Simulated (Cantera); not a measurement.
**Ignition delay**

Mixture: 5.02 % CH₄, 17.0 % O₂, 63.7 % N₂, 13.5 % H₂O, 0.702 % H₂, equivalence ratio 0.61, at 1.40 bar, adiabatic and at constant volume. Ignition delay is the time to a rise of 400 K.

Detailed kinetics in Cantera: GRI-Mech 3.0 (53 species, 325 reactions).

```
T0 (K)  delay (ms)
------  ----------
1125          16.5
1200          8.06
1275          3.94
1350          1.93
1425         0.962
1500         0.499
1575         0.272
1650         0.157
1725        0.0948
1800        0.0600
```

```yaml
apparent activation energy between 1650 and 1800 K: 160 kJ/mol
```
